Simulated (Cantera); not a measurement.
Charge: 1 mol SiH4, 1.4 mol NH3, equilibrated at 1500 °C and 0.000700 bar.

These are equilibrium values from Cantera (NASA tables, ideal gas, pure condensed phases), not measurements of a reactor. Candidate condensed phases: Si, Si3N4; 18 gas species. The tables' values for SiN are old estimates; treat these amounts as uncertain. Gases not in the tables: Si2H6 and higher silanes. The numbers say what is thermodynamically allowed, not how fast it happens.

Base state: H2 0.842, N2 0.145, H 0.00987, Si 0.00304, SiH 9.12e-5, Si2N 2.44e-5, SiH2 2.08e-5, Si2 1.69e-5 (mole fractions); condensed: Si(l).

Q: What changes in the equilibrium state with this change: temperature from 1500 °C to 927 °C?

A: 
| species | before | after |
|---|---|---|
| H2 | 0.842 | 0.992 |
| N2 | 0.145 | 0.00806 |
| H | 0.00987 | 7.43e-6 |
| Si | 0.00304 | <1e-9 |
| SiH | 9.12e-5 | <1e-9 |
| Si2N | 2.44e-5 | <1e-9 |
| Si(l), mol | 0.984 | 0 |
| Si3N4(s), mol | 0 | 0.333 |

Q: What changes in the equilibrium state with this change: temperature from 1500 °C to 652 °C?

A: 
```json
[
 {"species": "H2", "before": "0.842", "after": "0.992"},
 {"species": "N2", "before": "0.145", "after": "0.00806"},
 {"species": "H", "before": "0.00987", "after": "9.80e-9"},
 {"species": "Si", "before": "0.00304", "after": "<1e-9"},
 {"species": "SiH", "before": "9.12e-5", "after": "<1e-9"},
 {"species": "Si2N", "before": "2.44e-5", "after": "<1e-9"},
 {"species": "Si(l), mol", "before": "0.984", "after": "0"},
 {"species": "Si3N4(s), mol", "before": "0", "after": "0.333"}
]
```
